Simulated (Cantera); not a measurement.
Charge: 1 mol AlN, 9 mol O2, 1.9 mol N2, equilibrated at 948.15 K and 0.00150 bar.

Method: chemical equilibrium by Gibbs-energy minimisation in Cantera with the NASA 1993 tables (ideal gas, pure condensed phases). Candidate condensed phases: Al, AlN, Al2O3; 16 gas species. Kinetics and transport are ignored.

Base state: O2 0.775, N2 0.225, NO 1.76e-5 (mole fractions); condensed: Al2O3(s).

What changes in the equilibrium state with this change: AlN replaced by Si3N4?


```tsv
species	before	after
O2	0.775	0.606
N2	0.225	0.394
NO	1.76e-5	2.06e-5
Al2O3(s), mol	0.500	0
SiO2(β-quartz), mol	0	3.00
```
Further candidate phases: Si, SiO2, Si2N2O, Si3N4.
